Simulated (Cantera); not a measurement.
Fluorocarbon and chlorocarbon gases: CF4 + F2 + H2

Feed: 1 mol CF4, 0.13 mol F2, 1.9 mol H2.

Equilibrium computed with Cantera from the NASA thermochemical tables; the gas is ideal and each condensed phase is pure. Candidate condensed phases: C, C6H6, C7H8, C8H18; 95 gas species. Kinetics and transport are ignored.

Question: Map the stable condensed phases over T = 3050, 3075, 3100, 3125, 3150, 3175, 3200, 3225, 3250, 3275, 3300, 3325, 3350, 3375 K and P in Pa = 1, 6.8, 46, 320, 2200, 15000, 100000.

Answer: 
```
T in K \ P in Pa
              1    6.8     46    320   2200  15000 100000
   3375       A      A      A      A      A      A      B
   3350       A      A      A      A      A      A      B
   3325       A      A      A      A      A      B      B
   3300       A      A      A      A      A      B      B
   3275       A      A      A      A      A      B      B
   3250       A      A      A      A      A      B      B
   3225       A      A      A      A      A      B      B
   3200       A      A      A      A      A      B      B
   3175       A      A      A      A      A      B      B
   3150       A      A      A      A      A      B      B
   3125       A      A      A      A      A      B      B
   3100       A      A      A      A      B      B      B
   3075       A      A      A      A      B      B      B
   3050       A      A      A      A      B      B      B
```
A: gas only; B: C.
